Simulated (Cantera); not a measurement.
Hydrocarbon pyrolysis for carbon deposition

An isothermal, constant-pressure homogeneous reactor starts with CH4 : H2 = 1 : 1.6 (molar parts), at 1473 K and 0.113 Torr.

Model: GRI-Mech 3.0 (53 species, 325 reactions), integrated in Cantera. GRI-Mech 3.0 stops at C3 and has no aromatics, soot or wall deposition, so with more carbon than oxygen in the feed, carbon stays in small species such as C2H2 where larger ones or solid carbon would form. Radical loss at walls, strong at low pressure, is not modelled.

```tsv
t (s)	x CH4	x H2	x CH2	x H	x C2H6
4.00e-5	0.385	0.615	<1e-12	1.02e-9	<1e-12
0.000289	0.385	0.615	<1e-12	6.60e-9	<1e-12
0.00209	0.385	0.615	<1e-12	2.59e-8	<1e-12
0.0151	0.385	0.615	<1e-12	7.78e-8	<1e-12
0.110	0.385	0.615	2.69e-12	4.39e-7	5.58e-11
0.792	0.385	0.615	1.48e-10	3.06e-6	1.76e-8
5.73	0.384	0.616	7.77e-9	2.27e-5	2.21e-6
41.5	0.303	0.665	2.89e-7	0.000205	5.18e-5
300	0.0785	0.810	1.21e-7	0.000285	4.29e-6
```
x: mole fraction; the columns are a selection and need not sum to one.

Equilibrium at this temperature and pressure: CH4 5.08e-5, H2 0.860, CH2 1.03e-9, H 0.000965, C2H6 9.13e-12 (gas phase only).
